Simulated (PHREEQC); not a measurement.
Solution (5 °C): 0.0035 mol/kgw HCl and 0.0011 mol/kgw FeSO4. It is in equilibrium with CO2 at log p = -3.5 (atm). Otherwise closed; pH follows from the charge balance.

Computed with PHREEQC (ion-association model, wateq4f.dat).

| Property | Result |
|---|---|
| pH | 2.51 |
| ionic strength | 0.00738 mol/kgw |
| total alkalinity | -3.50 meq/kg |

| species | molality | activity | log γ |
|---|---|---|---|
| Cl- | 0.00350 | 0.00320 | -0.039 |
| H+ | 0.00336 | 0.00311 | -0.034 |
| Fe+2 | 0.00104 | 0.000743 | -0.145 |
| SO4-2 | 0.000901 | 0.000639 | -0.149 |
| HSO4- | 0.000141 | 0.000130 | -0.038 |
| FeSO4 | 5.69e-5 | 5.70e-5 | 0.001 |
| CO2 | 2.03e-5 | 2.03e-5 | 0.001 |
| FeCl+ | 3.57e-6 | 3.28e-6 | -0.037 |
| FeHSO4+ | 1.26e-6 | 1.16e-6 | -0.038 |
| HCO3- | 2.17e-9 | 1.99e-9 | -0.037 |

This is a speciation only: nothing precipitates in the calculation. At this temperature some constants are extrapolated from 25 °C, and those without enthalpy data are left unchanged.
